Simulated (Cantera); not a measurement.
Mixture: 41.6 % H2, 12.2 % O2, 46.2 % N2, equivalence ratio 1.7, at 5.00 bar, adiabatic and at constant pressure. Ignition delay is the time to a rise of 400 K.

Computed with Cantera and GRI-Mech 3.0 (53 species, 325 reactions). The hydrogen kinetics of GRI-Mech 3.0 are dated; newer H2 mechanisms differ, most at raised pressure.

**Question.** At T0 = 1475 K, what is the delay, and which 7 reactions control it most (d ln τ / d ln k, from doubling and halving each rate constant)?

**Answer.** The delay is 3.22 µs.
| reaction | d ln τ / d ln k | faster rate |
|---|---|---|
| H + O2 <=> O + OH | -0.75 | shortens it |
| H2 + O <=> H + OH | -0.12 | shortens it |
| H2 + OH <=> H + H2O | -0.07 | shortens it |
| H + HO2 <=> H2 + O2 | -0.06 | shortens it |
| H + O2 + M <=> HO2 + M | 0.04 | lengthens it |
| H + O2 + H2O <=> HO2 + H2O | -0.03 | shortens it |
| H + O2 + N2 <=> HO2 + N2 | 0.02 | lengthens it |
